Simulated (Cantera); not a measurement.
Cantera run:

```python
import numpy as np
import cantera as ct

gas_names = """
    F FO FO2 F2 F2O Mg MgF MgF2 MgN MgO Mg2 Mg2F4 N NF NF2 NF3 NO NO2 NO3 N2 N2O O O2 O3
""".split()
cond_names = """
    Mg(cr) Mg(L) MgF2(s) MgF2(L) MgO(s) MgO(L)
""".split()


# ... load() reads the species with a 1 bar reference pressure and builds the phases ...
atoms = {
    'MgF2': {'Mg': 1, 'F': 2},
    'O2': {'O': 2},
    'N2': {'N': 2},
}
top_T = {}  # K; cautious upper limits of use, not melting points


# ... equilibrate(T, P, feed) seeds the gas with the atoms and calls Mixture.equilibrate('TP', solver="vcs", rtol=1e-11, max_steps=5000) ...
results = []
P = 36000  # Pa
for T in [1000, 1100, 1200, 1300, 1400, 1500, 1600, 1700, 1800, 1900, 2000]:
    for m in [0.77, 2, 3.2, 4.5, 5.7, 7, 8.2, 9.4, 11, 12]:
        feed = {'MgF2': 1, 'O2': 4.6, 'N2': m}  # mol
        mix = equilibrate(T, P, feed)
        results.append((T, P, feed, dict(zip(mix.species_names, mix.species_moles))))

for T, P, feed, n in results:
    print(f"{T:7g} {feed['N2']:10.4g}  " + (" + ".join(c for c in cond_names if n.get(c, 0) > 1e-12) or "gas only"))
```

Result:

```
   1000       0.77  MgF2(s)
   1000          2  MgF2(s)
   1000        3.2  MgF2(s)
   1000        4.5  MgF2(s)
   1000        5.7  MgF2(s) + MgO(s)
   1000          7  MgF2(s) + MgO(s)
   1000        8.2  MgF2(s) + MgO(s)
   1000        9.4  MgF2(s) + MgO(s)
   1000         11  MgF2(s) + MgO(s)
   1000         12  MgF2(s) + MgO(s)
   1100       0.77  MgF2(s) + MgO(s)
   1100          2  MgF2(s) + MgO(s)
   1100        3.2  MgF2(s) + MgO(s)
   1100        4.5  MgF2(s) + MgO(s)
   1100        5.7  MgF2(s) + MgO(s)
   1100          7  MgF2(s) + MgO(s)
   1100        8.2  MgF2(s) + MgO(s)
   1100        9.4  MgF2(s) + MgO(s)
   1100         11  MgF2(s) + MgO(s)
   1100         12  MgF2(s) + MgO(s)
   1200       0.77  MgF2(s) + MgO(s)
   1200          2  MgF2(s) + MgO(s)
   1200        3.2  MgF2(s) + MgO(s)
   1200        4.5  MgF2(s) + MgO(s)
   1200        5.7  MgF2(s) + MgO(s)
   1200          7  MgF2(s) + MgO(s)
   1200        8.2  MgF2(s) + MgO(s)
   1200        9.4  MgF2(s) + MgO(s)
   1200         11  MgF2(s) + MgO(s)
   1200         12  MgF2(s) + MgO(s)
   1300       0.77  MgF2(s) + MgO(s)
   1300          2  MgF2(s) + MgO(s)
   1300        3.2  MgF2(s) + MgO(s)
   1300        4.5  MgF2(s) + MgO(s)
   1300        5.7  MgF2(s) + MgO(s)
   1300          7  MgF2(s) + MgO(s)
   1300        8.2  MgF2(s) + MgO(s)
   1300        9.4  MgF2(s) + MgO(s)
   1300         11  MgF2(s) + MgO(s)
   1300         12  MgF2(s) + MgO(s)
   1400       0.77  MgF2(s) + MgO(s)
   1400          2  MgF2(s) + MgO(s)
   1400        3.2  MgF2(s) + MgO(s)
   1400        4.5  MgF2(s) + MgO(s)
   1400        5.7  MgF2(s) + MgO(s)
   1400          7  MgF2(s) + MgO(s)
   1400        8.2  MgF2(s) + MgO(s)
   1400        9.4  MgF2(s) + MgO(s)
   1400         11  MgF2(s) + MgO(s)
   1400         12  MgF2(s) + MgO(s)
   1500       0.77  MgF2(s) + MgO(s)
   1500          2  MgF2(s) + MgO(s)
   1500        3.2  MgF2(s) + MgO(s)
   1500        4.5  MgF2(s) + MgO(s)
   1500        5.7  MgF2(s) + MgO(s)
   1500          7  MgF2(s) + MgO(s)
   1500        8.2  MgF2(s) + MgO(s)
   1500        9.4  MgF2(s) + MgO(s)
   1500         11  MgF2(s) + MgO(s)
   1500         12  MgF2(s) + MgO(s)
   1600       0.77  MgF2(L) + MgO(s)
   1600          2  MgF2(L) + MgO(s)
   1600        3.2  MgF2(L) + MgO(s)
   1600        4.5  MgF2(L) + MgO(s)
   1600        5.7  MgF2(L) + MgO(s)
   1600          7  MgF2(L) + MgO(s)
   1600        8.2  MgF2(L) + MgO(s)
   1600        9.4  MgF2(L) + MgO(s)
   1600         11  MgF2(L) + MgO(s)
   1600         12  MgF2(L) + MgO(s)
   1700       0.77  MgF2(L) + MgO(s)
   1700          2  MgF2(L) + MgO(s)
   1700        3.2  MgF2(L) + MgO(s)
   1700        4.5  MgF2(L) + MgO(s)
   1700        5.7  MgF2(L) + MgO(s)
   1700          7  MgF2(L) + MgO(s)
   1700        8.2  MgF2(L) + MgO(s)
   1700        9.4  MgF2(L) + MgO(s)
   1700         11  MgF2(L) + MgO(s)
   1700         12  MgF2(L) + MgO(s)
   1800       0.77  MgF2(L) + MgO(s)
   1800          2  MgF2(L) + MgO(s)
   1800        3.2  MgF2(L) + MgO(s)
   1800        4.5  MgF2(L) + MgO(s)
   1800        5.7  MgF2(L) + MgO(s)
   1800          7  MgF2(L) + MgO(s)
   1800        8.2  MgF2(L) + MgO(s)
   1800        9.4  MgF2(L) + MgO(s)
   1800         11  MgF2(L) + MgO(s)
   1800         12  MgF2(L) + MgO(s)
   1900       0.77  MgF2(L) + MgO(s)
   1900          2  MgF2(L) + MgO(s)
   1900        3.2  MgF2(L) + MgO(s)
   1900        4.5  MgF2(L) + MgO(s)
   1900        5.7  MgF2(L) + MgO(s)
   1900          7  MgF2(L) + MgO(s)
   1900        8.2  MgF2(L) + MgO(s)
   1900        9.4  MgF2(L) + MgO(s)
   1900         11  MgF2(L) + MgO(s)
   1900         12  MgF2(L) + MgO(s)
   2000       0.77  MgF2(L) + MgO(s)
   2000          2  MgF2(L) + MgO(s)
   2000        3.2  MgF2(L) + MgO(s)
   2000        4.5  MgF2(L) + MgO(s)
   2000        5.7  MgF2(L) + MgO(s)
   2000          7  MgF2(L) + MgO(s)
   2000        8.2  MgO(s)
   2000        9.4  MgO(s)
   2000         11  MgO(s)
   2000         12  MgO(s)
```

Cantera equilibrium calculation (NASA polynomials, part measured and part estimated; ideal gas, pure solids and liquids). Mutual solubility and eutectic melting of coexisting phases are not modelled.
